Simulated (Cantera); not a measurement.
# C2F6 + HCl + H2 (fluorocarbon and chlorocarbon gases)

Charge: 1 mol C2F6, 0.019 mol HCl, 0.13 mol H2, equilibrated at 75.0 Torr.

Equilibrium computed with Cantera from the NASA thermochemical tables; the gas is ideal and each condensed phase is pure. Candidate condensed phases: C, C6H6, C7H8, C8H18; 118 gas species. The feed counts by its element totals alone. Gases not in the tables: C2F6 and larger saturated fluorocarbons. Rates play no part.

| T (K) | x CF4 | x HF | x CF2 | x Cl | x F | x HCl | x CF3 | n C(graphite) |
|---|---|---|---|---|---|---|---|---|
| 1423 | 0.831 | 0.159 | 3.66e-5 | 0.00330 | 2.68e-6 | 0.00365 | 1.81e-5 | 0.567 |
| 1473 | 0.830 | 0.159 | 8.17e-5 | 0.00442 | 6.65e-6 | 0.00294 | 3.48e-5 | 0.568 |
| 1523 | 0.830 | 0.160 | 0.000173 | 0.00558 | 1.55e-5 | 0.00231 | 6.38e-5 | 0.568 |
| 1573 | 0.829 | 0.160 | 0.000348 | 0.00668 | 3.44e-5 | 0.00178 | 0.000113 | 0.568 |
| 1623 | 0.828 | 0.160 | 0.000669 | 0.00764 | 7.25e-5 | 0.00134 | 0.000192 | 0.568 |
| 1673 | 0.827 | 0.161 | 0.00124 | 0.00842 | 0.000146 | 0.000997 | 0.000316 | 0.568 |
| 1723 | 0.825 | 0.161 | 0.00221 | 0.00903 | 0.000283 | 0.000738 | 0.000506 | 0.567 |
| 1773 | 0.823 | 0.161 | 0.00381 | 0.00949 | 0.000527 | 0.000547 | 0.000788 | 0.566 |
| 1823 | 0.820 | 0.160 | 0.00637 | 0.00982 | 0.000950 | 0.000406 | 0.00120 | 0.564 |
| 1873 | 0.815 | 0.160 | 0.0103 | 0.0100 | 0.00166 | 0.000304 | 0.00177 | 0.560 |
| 1923 | 0.808 | 0.160 | 0.0163 | 0.0102 | 0.00281 | 0.000229 | 0.00256 | 0.555 |
| 1973 | 0.797 | 0.159 | 0.0251 | 0.0103 | 0.00462 | 0.000173 | 0.00362 | 0.548 |
x: gas mole fraction; n: condensed amount in mol.

From 1423 K to 1973 K the condensed part is C(graphite). The main C-bearing gas is CF4 throughout.
